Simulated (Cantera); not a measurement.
# Carbon deposition, reforming and gasification: C2H2 + H2 + N2

Input: 1 mol C2H2, 0.77 mol H2, 14 mol N2, held at 850 K and 1.80 Torr.

Method: chemical equilibrium by Gibbs-energy minimisation in Cantera with the NASA 1993 tables (ideal gas, pure condensed phases). Candidate condensed phases: C, C6H6, C7H8, C8H18; 92 gas species. Equilibrium is a limit: real reactors are often held back by kinetics, nucleation or transport.

```
Quantity           Result
--------------  ---------
x(N2)               0.888
x(H2)               0.112
x(CH4)            1.88e-5
n(C(graphite))   2.00 mol
gas amount      15.77 mol
```
